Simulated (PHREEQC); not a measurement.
0.036 g of hydrous ferric oxide (600 m²/g; 0.2 weak and 0.005 strong sites per Fe, Dzombak-Morel constants, diffuse double layer) in 1 kg of water with 0.3 mol/kgw of an inert sodium salt and 3.5e-05 mol CaCl2, at 25 °C; the pH is set by adding NaOH or the inert anion's acid. Oxygen alone is held at its pressure in air (log pO2 = -0.68). No CO2 enters from the air. No solid was allowed to form.

Base run: PHREEQC, ion-association model, wateq4f.dat. Each further column changes one thing. The table gives surface charge σ (C/m²).

```tsv
pH	base	background salt from 0.3 to 0.03 mol/kgw	oxide from 0.036 to 0.18 g/kgw	2.3e-05 mol/kgw CuSO4 added
3	0.368	0.350	0.368	0.312
3.5	0.363	0.320	0.363	0.308
4	0.349	0.271	0.349	0.300
4.5	0.318	0.213	0.318	0.280
5	0.269	0.157	0.269	0.247
5.5	0.210	0.111	0.210	0.205
6	0.154	0.075	0.154	0.168
6.5	0.106	0.047	0.106	0.135
7	0.066	0.028	0.066	0.102
7.5	0.034	0.014	0.034	0.070
8	0.008	0.003	0.007	0.040
8.5	-0.017	-0.006	-0.018	0.012
9	-0.042	-0.015	-0.044	-0.014
```

The oxide is taken as insoluble; below pH 4 it would dissolve. The database's constant for dissolved Cu(OH)2 is higher than later reviews accept.
